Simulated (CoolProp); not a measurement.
Vapour-liquid equilibrium of R134a (1) + dimethyl ether (2) at 267 K; x and y are mole fractions of (1).

Computed with CoolProp (multi-fluid Helmholtz-energy mixture model, Tillner-Roth 1994 and Wu 2011; pair parameters Bell 2016).

Give the bubble pressure and the first vapour's composition at x = 0.15, 0.55, 0.75. Is there an azeotrope?

x = 0.15: 207.3 kPa, y = 0.133; x = 0.55: 208.3 kPa, y = 0.583; x = 0.75: 217.4 kPa, y = 0.791. y crosses x between x = 0.25 and 0.35: the model has an azeotrope there.

The pair parameters rest on a limited set of measurements; away from them the model extrapolates.
